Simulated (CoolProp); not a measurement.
Oxygen along the isotherm 161 K: density (kg/m³) from the reference equation and from simpler models built on Tc = 154.6 K, pc = 5.046 MPa, ω = 0.022; each cubic takes its own stable root.

The numbers come from the reference Helmholtz-energy equation of state, Schmidt 1985 in CoolProp.

```json
[
 {"p (MPa)": "0.97", "phase": "gas", "reference": "24.64", "Redlich-Kwong": "24.68", "Peng-Robinson": "24.86"},
 {"p (MPa)": "1.94", "phase": "gas", "reference": "52.92", "Redlich-Kwong": "53.05", "Peng-Robinson": "53.88"},
 {"p (MPa)": "2.91", "phase": "gas", "reference": "86.54", "Redlich-Kwong": "86.79", "Peng-Robinson": "88.93"},
 {"p (MPa)": "3.88", "phase": "gas", "reference": "128.9", "Redlich-Kwong": "129.2", "Peng-Robinson": "133.7"},
 {"p (MPa)": "4.85", "phase": "gas", "reference": "188.4", "Redlich-Kwong": "188.3", "Peng-Robinson": "197.3"},
 {"p (MPa)": "5.82", "phase": "supercritical", "reference": "301.2", "Redlich-Kwong": "297.3", "Peng-Robinson": "314.9"},
 {"p (MPa)": "6.79", "phase": "supercritical", "reference": "538.4", "Redlich-Kwong": "475.3", "Peng-Robinson": "512.2"},
 {"p (MPa)": "7.76", "phase": "supercritical", "reference": "623.8", "Redlich-Kwong": "554.0", "Peng-Robinson": "604.5"},
 {"p (MPa)": "8.73", "phase": "supercritical", "reference": "667.0", "Redlich-Kwong": "600.8", "Peng-Robinson": "659.0"},
 {"p (MPa)": "9.7", "phase": "supercritical", "reference": "696.6", "Redlich-Kwong": "635.0", "Peng-Robinson": "698.7"},
 {"p (MPa)": "10.7", "phase": "supercritical", "reference": "720.0", "Redlich-Kwong": "663.1", "Peng-Robinson": "731.1"},
 {"p (MPa)": "11.6", "phase": "supercritical", "reference": "737.4", "Redlich-Kwong": "684.3", "Peng-Robinson": "755.6"},
 {"p (MPa)": "12.6", "phase": "supercritical", "reference": "753.9", "Redlich-Kwong": "704.8", "Peng-Robinson": "779.1"}
]
```
